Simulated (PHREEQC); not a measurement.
Dissolve 180 mmol/kgw NaH2PO4, 130 mmol/kgw NH3 and 8.5 mmol/kgw KCl at 20 °C. Closed to the air; pH follows from the charge balance.

The numbers come from PHREEQC with the ion-association model, phreeqc.dat.

Each row changes one thing in this solution. No solid was allowed to form.

```csv
case,pH,ionic strength (mol/kgw),Na+ (mol/kgw),HPO4-2 (mol/kgw),H2PO4- (mol/kgw),NaHPO4- (mol/kgw)
as made,7.11,0.428,0.171,0.120,0.0504,0.00941
NH3 from 0.13 to 1.3 mol/kgw,10.44,0.583,0.169,0.150,2.72e-5,0.0107
KCl replaced by HCl at the same molality,7.02,0.413,0.171,0.112,0.0588,0.00894
KCl from 0.0085 to 0.00425 mol/kgw,7.11,0.424,0.171,0.120,0.0504,0.00945
KCl left out,7.11,0.420,0.171,0.120,0.0504,0.00948
diluted 10-fold with water,7.38,0.0442,0.0178,0.0127,0.00510,0.000211
diluted 5-fold with water,7.31,0.0880,0.0353,0.0251,0.0102,0.000680
```

Complexes and solids missing from the database can't appear.
